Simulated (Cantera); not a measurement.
Feed: 1 mol CCl₄, 0.51 mol F₂, 0.2 mol H₂, at 975 K and 7.50 Torr.

Cantera equilibrium calculation (NASA polynomials, part measured and part estimated; ideal gas, pure solids and liquids). Candidate condensed phases: C, C₆H₆, C₇H₈, C₈H₁₈; 118 gas species. Gases not in the tables: C₂F₆ and larger saturated fluorocarbons. Equilibrium is a limit: real reactors are often held back by kinetics, nucleation or transport.

Task: What is the equilibrium state?

Result: 
```
Quantity           Result
--------------  ---------
x(Cl₂)              0.737
x(HCl)              0.135
x(CF₄)             0.0898
x(HF)              0.0275
x(CClF₃)          0.00810
x(Cl)             0.00227
x(CCl₂F₂)        0.000967
x(CCl₃F)         0.000116
x(CCl₄)           4.89e-5
n(C(graphite))  0.755 mol
gas amount      2.468 mol
```
